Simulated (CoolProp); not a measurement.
Properties of R114 along the isobar 0.762 MPa (Tc = 420.6 K, pc = 3.352 MPa, ω = 0.252).

Values from CoolProp's reference Helmholtz-energy equation of state, Platzer 1990. This equation is an older, rougher fit.

```tsv
T (K)	phase	density (kg/m³)	isothermal compressibility (1/MPa)	expansivity (1/kK)
407.7	gas	42.30	1.456	3.354
413.8	gas	41.45	1.447	3.251
420	gas	40.64	1.438	3.154
426.1	gas	39.87	1.431	3.067
432.3	gas	39.13	1.424	2.984
438.4	gas	38.44	1.417	2.909
444.6	gas	37.76	1.411	2.837
450.7	gas	37.12	1.406	2.770
456.9	gas	36.49	1.401	2.707
463.1	gas	35.89	1.396	2.647
469.2	gas	35.32	1.391	2.591
475.4	gas	34.77	1.387	2.538
481.5	gas	34.24	1.383	2.487
487.7	gas	33.72	1.380	2.439
493.8	gas	33.23	1.376	2.393
500	gas	32.74	1.373	2.349
```
